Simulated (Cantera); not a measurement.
**Thermodynamics of chemical vapour transport, feed Fe2O3 + HCl + N2**

Feed: 1 mol Fe2O3, 0.11 mol HCl, 2.5 mol N2, held at 1400 Pa.

Equilibrium computed with Cantera from the NASA thermochemical tables; the gas is ideal and each condensed phase is pure. Candidate condensed phases: Fe, FeCl2, FeCl3, FeO, Fe(OH)2, Fe(OH)3, Fe2O3, Fe3O4, H2O, NH4Cl; 37 gas species. Mutual solubility and eutectic melting of coexisting phases are not modelled. Condensed phases not in the tables: FeOCl. Rates play no part.

| T (°C) | x N2 | x O2 | x HCl | x H2O | x Cl | x FeCl2 | x NO | n Fe2O3(s) | n Fe3O4(s) |
|---|---|---|---|---|---|---|---|---|---|
| 477 | 0.958 | 7.78e-12 | 0.0417 | 0.000239 | 6.72e-8 | 1.72e-5 | 5.38e-12 | 1.000 | 0 |
| 577 | 0.958 | 5.52e-9 | 0.0413 | 0.000420 | 1.53e-6 | 8.59e-5 | 8.03e-10 | 1.000 | 0 |
| 677 | 0.958 | 8.66e-7 | 0.0407 | 0.000713 | 1.68e-5 | 0.000272 | 3.93e-8 | 0.999 | 0 |
| 777 | 0.958 | 3.31e-5 | 0.0398 | 0.00119 | 9.87e-5 | 0.000667 | 7.31e-7 | 0.999 | 0 |
| 877 | 0.958 | 0.000223 | 0.0381 | 0.00204 | 0.000301 | 0.00154 | 4.72e-6 | 0.998 | 0 |
| 977 | 0.957 | 0.000560 | 0.0351 | 0.00349 | 0.000591 | 0.00302 | 1.61e-5 | 0.996 | 0 |
| 1077 | 0.951 | 0.00589 | 0.0321 | 0.00487 | 0.00163 | 0.00390 | 9.96e-5 | 0.909 | 0.0570 |
| 1177 | 0.899 | 0.0592 | 0.0274 | 0.00605 | 0.00400 | 0.00389 | 0.000539 | 0 | 0.663 |
x: gas mole fraction; n: condensed amount in mol.

From 477 °C to 977 °C the condensed part is Fe2O3(s). At 1077 °C the condensed part is Fe2O3(s) + Fe3O4(s). At 1177 °C the condensed part is Fe3O4(s). The main Fe-bearing gas is FeCl3 at 477 °C and FeCl2 at 1177 °C.
